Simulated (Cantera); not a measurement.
# Carbothermic reduction: CuO + CO + H2

Charge: 1 mol CuO, 0.65 mol CO, 0.1 mol H2, held at 1250 K and 6.50 bar.

Cantera equilibrium calculation (NASA polynomials, part measured and part estimated; ideal gas, pure solids and liquids). Candidate condensed phases: C, C6H6, C7H8, C8H18, Cu, CuO, Cu(OH)2, Cu2O, H2O; 113 gas species. Mutual solubility and eutectic melting of coexisting phases are not modelled. Rates play no part.

```json
{
  "x(CO2)": "0.867",
  "x(H2O)": "0.133",
  "x(CO)": "8.24e-5",
  "x(H2)": "8.10e-6",
  "n(Cu(s))": "0.500 mol",
  "n(Cu2O(s))": "0.250 mol",
  "gas_amount": "0.7500 mol",
  "log10 activity of Cu(OH)2(s) (absent)": "-4.93",
  "log10 activity of C(graphite) (absent)": "-9.31"
}
```
